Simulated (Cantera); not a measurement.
## Nitride etching: AlN + Cl2 + H2

Input: 1 mol AlN, 1.2 mol Cl2, 9.4 mol H2, equilibrated at 133 Pa.

Cantera equilibrium calculation (NASA polynomials, part measured and part estimated; ideal gas, pure solids and liquids). Candidate condensed phases: Al, AlCl3, AlN, NH4Cl; 20 gas species. The tables' values for AlCl2 are old estimates; treat these amounts as uncertain. The numbers say what is thermodynamically allowed, not how fast it happens.

```json
[
 {"T (°C)": "550", "x H2": "0.842", "x HCl": "0.0899", "x AlCl": "2.46e-11", "x AlCl3": "0.0455", "x N2": "0.0227", "x AlCl2": "3.52e-8", "x H": "1.84e-10", "x Cl": "2.01e-11", "n AlN(s)": "0.518"},
 {"T (°C)": "625", "x H2": "0.844", "x HCl": "0.0861", "x AlCl": "1.79e-9", "x AlCl3": "0.0468", "x N2": "0.0234", "x AlCl2": "4.76e-7", "x H": "2.75e-9", "x Cl": "2.75e-10", "n AlN(s)": "0.504"},
 {"T (°C)": "700", "x H2": "0.845", "x HCl": "0.0830", "x AlCl": "6.68e-8", "x AlCl3": "0.0478", "x N2": "0.0239", "x AlCl2": "4.28e-6", "x H": "2.72e-8", "x Cl": "2.52e-9", "n AlN(s)": "0.493"},
 {"T (°C)": "775", "x H2": "0.847", "x HCl": "0.0803", "x AlCl": "1.47e-6", "x AlCl3": "0.0487", "x N2": "0.0243", "x AlCl2": "2.79e-5", "x H": "1.95e-7", "x Cl": "1.69e-8", "n AlN(s)": "0.484"},
 {"T (°C)": "850", "x H2": "0.848", "x HCl": "0.0781", "x AlCl": "2.13e-5", "x AlCl3": "0.0493", "x N2": "0.0248", "x AlCl2": "0.000141", "x H": "1.07e-6", "x Cl": "8.79e-8", "n AlN(s)": "0.475"},
 {"T (°C)": "925", "x H2": "0.848", "x HCl": "0.0760", "x AlCl": "0.000218", "x AlCl3": "0.0496", "x N2": "0.0252", "x AlCl2": "0.000576", "x H": "4.80e-6", "x Cl": "3.73e-7", "n AlN(s)": "0.465"},
 {"T (°C)": "1000", "x H2": "0.847", "x HCl": "0.0740", "x AlCl": "0.00167", "x AlCl3": "0.0488", "x N2": "0.0262", "x AlCl2": "0.00195", "x H": "1.80e-5", "x Cl": "1.33e-6", "n AlN(s)": "0.443"},
 {"T (°C)": "1075", "x H2": "0.840", "x HCl": "0.0709", "x AlCl": "0.00957", "x AlCl3": "0.0441", "x N2": "0.0295", "x AlCl2": "0.00536", "x H": "5.81e-5", "x Cl": "4.09e-6", "n AlN(s)": "0.366"},
 {"T (°C)": "1150", "x H2": "0.816", "x HCl": "0.0639", "x AlCl": "0.0389", "x AlCl3": "0.0308", "x N2": "0.0402", "x AlCl2": "0.0106", "x H": "0.000164", "x Cl": "1.05e-5", "n AlN(s)": "0.109"},
 {"T (°C)": "1225", "x H2": "0.790", "x HCl": "0.0774", "x AlCl": "0.0595", "x AlCl3": "0.0173", "x N2": "0.0441", "x AlCl2": "0.0114", "x H": "0.000418", "x Cl": "3.31e-5", "n AlN(s)": "0"},
 {"T (°C)": "1300", "x H2": "0.773", "x HCl": "0.0951", "x AlCl": "0.0688", "x AlCl3": "0.00856", "x N2": "0.0437", "x AlCl2": "0.00992", "x H": "0.000979", "x Cl": "9.58e-5", "n AlN(s)": "0"},
 {"T (°C)": "1375", "x H2": "0.761", "x HCl": "0.106", "x AlCl": "0.0753", "x AlCl3": "0.00370", "x N2": "0.0434", "x AlCl2": "0.00770", "x H": "0.00213", "x Cl": "0.000233", "n AlN(s)": "0"},
 {"T (°C)": "1450", "x H2": "0.754", "x HCl": "0.112", "x AlCl": "0.0792", "x AlCl3": "0.00151", "x N2": "0.0432", "x AlCl2": "0.00563", "x H": "0.00434", "x Cl": "0.000498", "n AlN(s)": "0"},
 {"T (°C)": "1525", "x H2": "0.747", "x HCl": "0.114", "x AlCl": "0.0813", "x AlCl3": "0.000620", "x N2": "0.0430", "x AlCl2": "0.00404", "x H": "0.00834", "x Cl": "0.000976", "n AlN(s)": "0"}
]
```
x: gas mole fraction; n: condensed amount in mol.

From 550 °C to 1150 °C the condensed part is AlN(s). From 1225 °C to 1525 °C nothing is condensed. The main Al-bearing gas is AlCl3 at 550 °C and AlCl at 1525 °C.
